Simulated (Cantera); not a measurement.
A perfectly stirred reactor is fed with NH3 : N2 = 1 : 0.35 (molar parts), at 0.380 bar; it is held at 2050 K, and followed from long to short residence time.

Cantera simulation using the gas-phase N/H chemistry of the illustrative SiF4/NH3 mechanism in the Surface Chemkin manual (1991); the numbers are that mechanism's predictions, not measurements. Walls and surfaces, which speed up NH3 decomposition in real reactors, are not modelled.

| quantity | before | after |
|---|---|---|
| x(NH3) at τ = 0.480 s | 0.0609 | 0.136 |
| x(N) at τ = 0.480 s | 1.23e-6 | 1.33e-6 |
| x(NH) at τ = 0.480 s | 1.02e-5 | 1.42e-5 |
| x(H2) at τ = 0.480 s | 0.585 | 0.520 |
| x(N2H4) at τ = 0.480 s | 7.23e-9 | 8.08e-9 |
| x(NH3) at τ = 49.0 ms | 0.336 | 0.504 |
| x(N) at τ = 49.0 ms | 1.06e-6 | 9.47e-7 |
| x(NH) at τ = 49.0 ms | 1.70e-5 | 1.93e-5 |
| x(H2) at τ = 49.0 ms | 0.348 | 0.203 |
| x(N2H4) at τ = 49.0 ms | 7.31e-8 | 4.93e-8 |

Which change was made?
(A) pressure from 0.380 bar to 0.133 bar
(B) temperature 2050 to 2200 K
(C) temperature 2050 to 1725 K
(D) pressure from 0.380 bar to 0.0470 bar

A, pressure from 0.380 bar to 0.133 bar
